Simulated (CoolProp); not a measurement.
Saturation properties of normal hydrogen.

Computed with CoolProp (reference Helmholtz-energy equation of state, Leachman 2009).

| T (°C) | p (MPa) | liquid cp (kJ/(kg K)) | vapour Z | liquid viscosity (µPa s) | vapour viscosity (µPa s) | liquid conductivity (mW/(m K)) |
|---|---|---|---|---|---|---|
| -248.55 | 0.2947 | 12.88 | 0.8104 | 9.74 | 1.25 | 103 |
| -247.65 | 0.3562 | 13.86 | 0.7854 | 9.12 | 1.31 | 102 |
| -246.85 | 0.4180 | 14.90 | 0.7615 | 8.59 | 1.37 | 101 |
| -245.95 | 0.4961 | 16.34 | 0.7325 | 8.03 | 1.44 | 100.0 |
| -245.05 | 0.5838 | 18.21 | 0.7010 | 7.50 | 1.51 | 98.6 |
| -244.15 | 0.6821 | 20.81 | 0.6661 | 6.97 | 1.60 | 96.9 |
| -243.35 | 0.7787 | 24.19 | 0.6317 | 6.50 | 1.69 | 95.1 |
| -242.45 | 0.8988 | 30.50 | 0.5872 | 5.95 | 1.81 | 92.8 |
| -241.55 | 1.032 | 44.12 | 0.5329 | 5.34 | 1.98 | 90.4 |
| -240.65 | 1.180 | 98.57 | 0.4566 | 4.58 | 2.25 | 90.7 |

It boils at -252.8 °C under 1 atm.

Viscosity comes from a separate model (Muzny 2013). Thermal conductivity comes from a separate model (Assael 2011).
